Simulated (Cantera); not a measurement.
A Cantera script and its output.

```python
import numpy as np
import cantera as ct

gas = ct.Solution("gri30.yaml")
gas.TPX = 900, 1300000, {'CH2O': 0.0068, 'O2': 0.04, 'N2': 1}
reactor = ct.IdealGasConstPressureReactor(gas, energy="off", clone=False)
net = ct.ReactorNet([reactor])
net.rtol, net.atol = 1e-08, 1e-18
show = ['CH2O', 'O2', 'NO2', 'OH', 'C2H', 'O']
times = np.geomspace(4e-06, 5, 15)

steps = ct.SolutionArray(gas, extra=["t"])
rows = []
print(f"{'t/s':>10s}{'T/K':>9s}{'P/Pa':>11s}" + "".join(f"{s:>11s}" for s in show))
for t in times:
    while net.time < t:
        t_next = net.step()
        steps.append(gas.state, t=t_next)
    rows.append([np.interp(t, steps.t, y) for y in (steps.T, steps.P, *steps(*show).X.T)])
    print(f"{t:10.3e}{rows[-1][0]:9.1f}{rows[-1][1]:11.4g}" + "".join(f"{x:11.3e}" for x in rows[-1][2:]))
rate = np.gradient(steps.T, steps.t)
print("integrator steps:", len(steps.t))
if steps.T.max() > steps.T[0] + 200:
    print(f"time of steepest temperature rise: {steps.t[rate.argmax()]:.4e} s")
gas.TPX = 900, 1300000, {'CH2O': 0.0068, 'O2': 0.04, 'N2': 1}
gas.equilibrate("TP")
print(f"equilibrium (TP): T = {gas.T:.1f} K  " + "  ".join(f"{s} {gas[s].X[0]:.3e}" for s in show))
```

Output:

```
       t/s      T/K       P/Pa       CH2O         O2        NO2         OH        C2H          O
 4.000e-06    900.0    1.3e+06  6.496e-03  3.821e-02  1.661e-31  4.489e-14  1.017e-48  5.531e-14
 1.090e-05    900.0    1.3e+06  6.496e-03  3.821e-02  4.457e-30  5.294e-14  3.398e-48  5.990e-14
 2.972e-05    900.0    1.3e+06  6.496e-03  3.821e-02  1.249e-28  9.563e-14  1.784e-47  7.245e-14
 8.101e-05    900.0    1.3e+06  6.496e-03  3.821e-02  4.236e-27  3.672e-13  2.296e-46  1.068e-13
 2.208e-04    900.0    1.3e+06  6.496e-03  3.821e-02  2.035e-25  2.246e-12  6.339e-45  2.015e-13
 6.019e-04    900.0    1.3e+06  6.494e-03  3.821e-02  1.607e-23  1.582e-11  3.805e-43  4.647e-13
 1.641e-03    900.0    1.3e+06  6.480e-03  3.819e-02  1.456e-21  1.130e-10  6.580e-41  1.195e-12
 4.472e-03    900.0    1.3e+06  6.380e-03  3.810e-02  7.543e-20  7.781e-10  2.411e-38  3.410e-12
 1.219e-02    900.0    1.3e+06  5.559e-03  3.744e-02  2.916e-18  5.618e-09  2.060e-35  1.313e-11
 3.323e-02    900.0    1.3e+06  7.878e-04  3.438e-02  4.582e-16  8.467e-08  1.092e-31  3.806e-10
 9.057e-02    900.0    1.3e+06  1.208e-11  3.400e-02  1.265e-13  5.834e-08  4.451e-31  5.197e-09
 2.469e-01    900.0    1.3e+06  9.380e-13  3.373e-02  2.081e-13  8.872e-09  4.196e-32  2.123e-09
 6.730e-01    900.0    1.3e+06  3.042e-13  3.359e-02  2.912e-13  1.756e-09  5.094e-33  7.167e-10
 1.834e+00    900.0    1.3e+06  1.141e-13  3.348e-02  4.046e-13  5.915e-10  1.051e-33  3.137e-10
 5.000e+00    900.0    1.3e+06  5.901e-14  3.333e-02  6.716e-13  4.491e-10  3.559e-34  2.480e-10
integrator steps: 1894
equilibrium (TP): T = 900.0 K  CH2O 3.539e-33  O2 3.171e-02  NO2 6.473e-07  OH 1.101e-09  C2H 5.647e-81  O 2.677e-13
```

Cantera simulation using GRI-Mech 3.0 (53 species, 325 reactions); the numbers are that mechanism's predictions, not measurements. The pressure lies above the range GRI-Mech 3.0 was tuned for (to about 10 atm). Below about 1000 K GRI-Mech 3.0 lacks low-temperature oxidation paths.
